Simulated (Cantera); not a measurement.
A perfectly stirred reactor is fed with NO : N2 = 1 : 0.37 (molar parts), at 1.00 bar; it is held at 2125 K, and followed from long to short residence time.

Detailed kinetics in Cantera: GRI-Mech 3.0 (53 species, 325 reactions).

x: mole fraction; the columns are a selection and need not sum to one.

| τ (s) | x NO | x N2O | x N2 | x O | x O2 | x NO2 |
|---|---|---|---|---|---|---|
| 0.45 | 0.227 | 2.28e-5 | 0.521 | 0.000842 | 0.251 | 0.000352 |
| 0.22 | 0.335 | 5.01e-5 | 0.467 | 0.000754 | 0.196 | 0.000463 |
| 0.11 | 0.453 | 9.29e-5 | 0.408 | 0.000644 | 0.138 | 0.000528 |
| 0.052 | ___ | ___ | ___ | ___ | ___ | 0.000521 |
| 0.025 | 0.642 | 0.000195 | 0.314 | 0.000406 | 0.0434 | 0.000457 |
| 0.012 | 0.686 | 0.000226 | 0.292 | ___ | ___ | ___ |
| 0.0061 | 0.707 | 0.000239 | 0.281 | 0.000276 | 0.0108 | 0.000329 |
| 0.0030 | 0.719 | 0.000242 | 0.275 | 0.000243 | 0.00512 | 0.000290 |
| 0.0014 | 0.725 | 0.000232 | 0.272 | 0.000217 | 0.00219 | 0.000257 |
| 0.00071 | 0.727 | 0.000211 | 0.271 | 0.000194 | 0.000956 | 0.000228 |
| 0.00035 | 0.729 | 0.000176 | 0.271 | 0.000161 | 0.000349 | 0.000186 |

Q: What belongs in the gaps?

A: 
- 0.052, x NO: 0.565
- 0.052, x N2O: 0.000149
- 0.052, x N2: 0.352
- 0.052, x O: 0.000516
- 0.052, x O2: 0.0816
- 0.012, x O: 0.000325
- 0.012, x O2: 0.0215
- 0.012, x NO2: 0.000383
